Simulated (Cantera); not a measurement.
Premixed flame

A freely propagating, adiabatic, planar premixed flame of CO : H2 : O2 : N2 : H2O = 1 : 0.063 : 0.64 : 2.37 : 0.17 (molar parts), unburnt at 400 K and 7.20 atm; mixture-averaged transport, grid criteria slope 0.08 and curve 0.16, no radiation.

Computed with Cantera and GRI-Mech 3.0 (53 species, 325 reactions). The hydrogen kinetics of GRI-Mech 3.0 are dated; newer H2 mechanisms differ, most at raised pressure. Burning velocities carry a grid error of a few per cent, more on coarse grids.

| z (mm) | T (K) | u (m/s) | x CO | x H2 | x O2 | x H | x HO2 | x NO |
|---|---|---|---|---|---|---|---|---|
| -0.293 | 400 | 0.373 | 0.236 | 0.0146 | 0.151 | <1e-8 | <1e-8 | <1e-8 |
| -0.195 | 401 | 0.374 | 0.236 | 0.0140 | 0.151 | <1e-8 | 1.13e-7 | <1e-8 |
| -0.146 | 403 | 0.376 | 0.236 | 0.0131 | 0.151 | <1e-8 | 7.48e-7 | <1e-8 |
| -0.0977 | 429 | 0.399 | 0.235 | 0.0111 | 0.151 | <1e-8 | 8.39e-6 | 1.65e-8 |
| -0.0488 | 697 | 0.642 | 0.216 | 0.00684 | 0.140 | 2.44e-7 | 0.000188 | 7.68e-7 |
| -0.0244 | 1111 | 1.00 | 0.176 | 0.00427 | 0.119 | 0.000129 | 0.000370 | 4.96e-6 |
| 0 | 1545 | 1.35 | 0.119 | 0.00223 | 0.0879 | 0.00109 | 0.000143 | 1.17e-5 |
| 0.0244 | 1815 | 1.55 | 0.0747 | 0.00175 | 0.0650 | 0.00174 | 6.07e-5 | 2.02e-5 |
| 0.0488 | 1963 | 1.66 | 0.0518 | 0.00170 | 0.0537 | 0.00158 | 3.32e-5 | 2.85e-5 |
| 0.0977 | 2108 | 1.76 | 0.0335 | 0.00136 | 0.0448 | 0.000928 | 1.51e-5 | 4.23e-5 |
| 0.195 | 2216 | 1.83 | 0.0211 | 0.000856 | 0.0389 | 0.000394 | 6.77e-6 | 6.31e-5 |
| 0.391 | 2284 | 1.88 | 0.0128 | 0.000511 | 0.0350 | 0.000164 | 3.80e-6 | 9.29e-5 |
| 0.781 | 2316 | 1.90 | 0.00857 | 0.000347 | 0.0331 | 8.90e-5 | 2.95e-6 | 0.000137 |
x: mole fraction of selected species; z is measured from the peak of heat release.

| Property | Value |
|---|---|
| laminar burning velocity | 37.3 cm/s |
| thermal thickness | 0.0977 mm |
| peak x(H) | 0.00176 |
| peak x(HO2) | 0.000396 |
| grid points | 129 |
